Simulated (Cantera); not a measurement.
Charge: 1 mol MgO, 0.31 mol CH4, 1.8 mol CO, equilibrated at 0.100 bar.

Cantera equilibrium calculation (NASA polynomials, part measured and part estimated; ideal gas, pure solids and liquids). Candidate condensed phases: C, C6H6, C7H8, C8H18, H2O, Mg, MgCO3, MgO, Mg(OH)2; 116 gas species. The tables' values for MgH are old estimates; treat these amounts as uncertain. Kinetics and transport are ignored.

**Question.** At 2573 K, list the 4 most abundant gas species with their mole fractions, and the condensed phases.

**Answer.** CO 0.572, Mg 0.184, H2 0.109, H2O 0.0494. Condensed: MgO(s).
